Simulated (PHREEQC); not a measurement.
Make-up at 25 °C: 1.5 mol MgSO4 and 0.025 mol Na2B4O7 per kg of water. Closed to the air; pH follows from the charge balance.

Computed with PHREEQC (Pitzer model, pitzer.dat).

Precipitation was switched off in this run.

Problem. Predict the pH, density, activity of water.

Solution. pH 7.91; density 1.167 g/cm³; activity of water 0.968.

Problem. In which forms is Mg present?

Solution. Mg+2 98 %, MgB(OH)4+ 2.0 % of the Mg.

Complexes and solids missing from the database can't appear. In brines, pH and single-ion activities rest on the MacInnes convention.
